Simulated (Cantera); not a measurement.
Input: 1 mol PbO, 950 mol H₂, held at 1848 K and 82.5 Torr.

Equilibrium computed with Cantera from the NASA thermochemical tables; the gas is ideal and each condensed phase is pure. Candidate condensed phases: H₂O, Pb, PbO, PbO₂, Pb₃O₄; 12 gas species. Equilibrium is a limit: real reactors are often held back by kinetics, nucleation or transport.

Base state: H₂ 0.996, H 0.00160, Pb 0.00105, H₂O 0.00105 (mole fractions); condensed: gas only.

### Question
What changes in the equilibrium state with this change: H₂ from 950 to 0.59 mol?

### Answer
```tsv
species	before	after
Pb	0.00105	0.377
H₂O	0.00105	0.367
PbO	2.74e-9	0.248
H₂	0.996	0.00138
O₂	<1e-9	0.00448
Pb₂	<1e-9	0.000104
```
Gases not in the tables: (PbO)n polymers.

### Question
What changes in the equilibrium state with this change: PbO replaced by V₂O₅?

### Answer
```
species      before    after
----------  -------  -------
H₂            0.996    0.995
H₂O         0.00105  0.00315
H           0.00160  0.00159
Pb          0.00105        0
VO(s), mol        0     2.00
```
VO: taken at fixed stoichiometry. Further candidate phases: V, VO, V₂O₃, V₂O₄, V₂O₅.

### Question
What changes in the equilibrium state with this change: pressure from 82.5 Torr to 5.10 Torr?

### Answer
```json
[
 {"species": "H₂", "before": "0.996", "after": "0.992"},
 {"species": "H", "before": "0.00160", "after": "0.00640"},
 {"species": "Pb", "before": "0.00105", "after": "0.00105"},
 {"species": "H₂O", "before": "0.00105", "after": "0.00105"}
]
```
